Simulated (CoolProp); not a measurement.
Vapour-liquid equilibrium of R134a (1) + R141b (2) at 1.68 bar; x and y are mole fractions of (1).

Model: multi-fluid Helmholtz-energy mixture model, Tillner-Roth 1994 and Lemmon 2006; pair parameters Bell 2016, in CoolProp.

```
x     bubble temperature (°C)  y at the bubble point  dew temperature at overall composition x (°C)  liquid density (mol/L)
----  -----------------------  ---------------------  ---------------------------------------------  ----------------------
0.05                     34.8                  0.356                                           45.7                   10.45
0.15                     18.3                  0.676                                           42.5                   10.87
0.25                      8.4             (withheld)                                           38.9                   11.19
0.35                      2.2                  0.864                                           35.0                   11.47
0.45                     -2.1                  0.900                                           30.7                   11.72
0.55                     -5.2                  0.923                                     (withheld)                   11.96
0.65                     -7.6                  0.941                                           20.0                   12.20
0.75                     -9.6                  0.956                                           12.9                   12.44
0.85                    -11.5                  0.972                                            3.7                   12.70
0.95                    -13.4             (withheld)                                           -8.8                   12.99
```

**Question.** Fill in the missing entries.

**Answer.** 
- 0.25, y at the bubble point: 0.802
- 0.55, dew temperature at overall composition x (°C): 25.7
- 0.95, y at the bubble point: 0.990

No azeotrope shows between x = 0.05 and 0.95.

Pair parameters are fitted to limited data, so mixtures are less certain than the pure fluids.
